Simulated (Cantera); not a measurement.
## Equilibrium for nitride etching: BN + HCl + N2

Feed: 1 mol BN, 2 mol HCl, 7.1 mol N2, equilibrated at 1425 K and 10000 Pa.

Method: chemical equilibrium by Gibbs-energy minimisation in Cantera with the NASA 1993 tables (ideal gas, pure condensed phases). Candidate condensed phases: B, BN, NH4Cl; 21 gas species. Gases not in the tables: BHCl2. Kinetics and transport are ignored.

| Property | Value |
|---|---|
| x(N2) | 0.782 |
| x(HCl) | 0.209 |
| x(H2) | 0.00554 |
| x(BCl3) | 0.00367 |
| x(Cl) | 4.96e-5 |
| x(BCl2) | 2.54e-6 |
| x(H) | 1.60e-6 |
| n(BN(s)) | 0.967 mol |
| gas amount | 9.100 mol |
| log10 activity of B(s) (absent) | -4.04 |
